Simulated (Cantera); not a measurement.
## Hydrocarbon pyrolysis for carbon deposition

An isothermal, constant-pressure homogeneous reactor starts with 23.8 % CH₄, 76.2 % N₂, at 1775 K and 0.0263 atm.

Detailed kinetics in Cantera: GRI-Mech 3.0 (53 species, 325 reactions). GRI-Mech 3.0 stops at C3 and has no aromatics, soot or wall deposition, so with more carbon than oxygen in the feed, carbon stays in small species such as C2H2 where larger ones or solid carbon would form. Radical loss at walls, strong at low pressure, is not modelled.

```csv
t (s),x CH₄,x H₂,x HCN,x C₂H₆,x C₂H₂,x H,x C₂H₄
5.00e-6,0.238,5.94e-7,<1e-12,<1e-12,<1e-12,8.23e-7,<1e-12
1.79e-5,0.238,3.92e-6,<1e-12,8.16e-12,<1e-12,1.16e-6,1.27e-11
6.42e-5,0.238,1.70e-5,<1e-12,4.73e-10,1.36e-12,1.18e-6,1.71e-9
0.000230,0.238,6.42e-5,<1e-12,2.14e-8,4.17e-10,1.19e-6,1.31e-7
0.000823,0.238,0.000246,2.11e-12,7.12e-7,8.79e-8,1.42e-6,7.04e-6
0.00295,0.235,0.00152,7.03e-11,1.44e-5,1.71e-5,4.51e-6,0.000318
0.0106,0.206,0.0289,1.32e-8,0.000128,0.00339,5.72e-5,0.00816
0.0379,0.0877,0.177,5.40e-7,4.96e-5,0.0562,0.000297,0.00348
0.136,0.0240,0.258,2.49e-6,5.23e-6,0.0857,0.000512,0.000265
0.486,0.00422,0.283,7.00e-6,2.65e-7,0.0943,0.000783,3.07e-5
1.74,0.000719,0.287,1.41e-5,9.81e-9,0.0958,0.000939,2.07e-5
6.23,0.000179,0.288,2.15e-5,6.97e-10,0.0960,0.000956,2.04e-5
22.3,8.96e-5,0.288,3.10e-5,2.34e-10,0.0960,0.000958,2.04e-5
80.0,8.64e-5,0.288,5.79e-5,2.23e-10,0.0960,0.000958,2.04e-5
```
x: mole fraction; the columns are a selection and need not sum to one.

Equilibrium at this temperature and pressure: CH₄ 6.20e-5, H₂ 0.288, HCN 0.0986, C₂H₆ 1.13e-10, C₂H₂ 0.0468, H 0.000958, C₂H₄ 9.93e-6 (gas phase only).
